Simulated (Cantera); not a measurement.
Feed: 1 mol Fe, 0.55 mol HCl, 0.034 mol Cl2, held at 0.730 bar.

These are equilibrium values from Cantera (NASA tables, ideal gas, pure condensed phases), not measurements of a reactor. Candidate condensed phases: Fe, FeCl2, FeCl3; 11 gas species. Mutual solubility and eutectic melting of coexisting phases are not modelled. Equilibrium is a limit: real reactors are often held back by kinetics, nucleation or transport.

### Question
Which condensed phases are stable at each of these points (T (K)): 923, 1023, 1123, 1223, 1323, 1423, 1523, 1623, 1723?

### Answer
```csv
T (K),condensed phases,Fe condensed (%)
923,Fe(α) + FeCl2(s),99.8
1023,Fe(α) + FeCl2(l),97.9
1123,Fe(α) + FeCl2(l),87.9
1223,Fe(γ),81.3
1323,Fe(γ),80.8
1423,Fe(γ),80.1
1523,Fe(γ),79.6
1623,Fe(γ),79.1
1723,Fe(δ),78.6
```

At 923 K the condensed part is Fe(α) + FeCl2(s). From 1023 K to 1123 K the condensed part is Fe(α) + FeCl2(l). From 1223 K to 1623 K the condensed part is Fe(γ). At 1723 K the condensed part is Fe(δ).
